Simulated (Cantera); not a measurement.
An isothermal, constant-pressure homogeneous reactor starts with CH4 : N2 = 1 : 38 (molar parts), at 1250 K and 100.0 Torr. Integrator tolerance rtol = 1e-08.

Detailed kinetics in Cantera: GRI-Mech 3.0 (53 species, 325 reactions). GRI-Mech 3.0 stops at C3 and has no aromatics, soot or wall deposition, so with more carbon than oxygen in the feed, carbon stays in small species such as C2H2 where larger ones or solid carbon would form.

```tsv
quantity	before	after
x(CH4) at 300 s	0.0230 (gas-phase equilibrium 0.000999)	7.10e-7 (gas-phase equilibrium 5.82e-7)
x(CH3) at 300 s	2.61e-6 (gas-phase equilibrium 1.36e-7)	2.75e-7 (gas-phase equilibrium 2.25e-7)
x(C2H4) at 300 s	5.96e-5 (gas-phase equilibrium 7.03e-5)	4.63e-7 (gas-phase equilibrium 4.52e-8)
x(C2H) at 300 s	2.12e-12 (gas-phase equilibrium 5.27e-12)	4.08e-6 (gas-phase equilibrium 3.98e-7)
x(C2H6) at 300 s	9.41e-6 (gas-phase equilibrium 2.88e-8)	<1e-12 (gas-phase equilibrium <1e-12)
x(CH2) at 300 s	8.50e-12 (gas-phase equilibrium <1e-12)	6.86e-9 (gas-phase equilibrium 5.63e-9)
x(C2H2) at 300 s	0.00123 (gas-phase equilibrium 0.00258)	0.0121 (gas-phase equilibrium 0.00118)
```

### Question
Which change was made?
(A) temperature 1250 to 1975 K
(B) temperature 1250 to 1175 K
(C) CH4 1 to 1.4 parts
(D) temperature 1250 to 1050 K

### Answer
A, temperature 1250 to 1975 K
